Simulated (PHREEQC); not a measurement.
Solution (25 °C): 0.00084 mol/kgw CdCl2, 0.0054 mol/kgw MgSO4 and 0.024 mol/kgw NaCl. Closed to the air; pH follows from the charge balance.

Equilibrium calculation in PHREEQC: ion-association model, phreeqc.dat.

This is a speciation only: nothing precipitates in the calculation.

Estimate the pH.

pH 6.46.

In which forms is Cd present?

CdCl+ 46 %, Cd+2 40 %, CdSO4 11 %, CdCl2 3.3 % of the Cd.
